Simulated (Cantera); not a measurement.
## Diamond growth

A diamond (100) surface in a fixed gas of H2 with x(CH4) = 0.0029, x(CH3) = 0.0017, at 1050 K, 8.25 Torr; coverages are run to steady state.

Detailed kinetics in Cantera: the Harris–Goodwin 1993 mechanism for the reconstructed diamond (100) surface.

```csv
x(H),growth (µm/h),θ c6HH,θ c6H*,θ c6*H,θ c6**,θ c6HM
0.0001,0.244,0.497,0.0162,0.290,0.00154,0.129
0.00023,0.589,0.464,0.0171,0.306,0.00308,0.140
0.00055,1.38,0.450,0.0176,0.315,0.00534,0.143
0.0013,2.91,0.454,0.0183,0.327,0.00775,0.132
0.003,5.18,0.473,0.0193,0.346,0.00984,0.104
0.007,7.79,0.500,0.0206,0.369,0.0115,0.0679
0.016,9.84,0.523,0.0217,0.388,0.0126,0.0378
0.038,11.2,0.538,0.0224,0.400,0.0133,0.0181
0.089,11.8,0.546,0.0229,0.406,0.0136,0.00819
```
θ: site fractions in the mechanism's names (c6HH fully hydrogenated, c6H* and c6*H radical sites, c6** diradical, c6HM methylated).
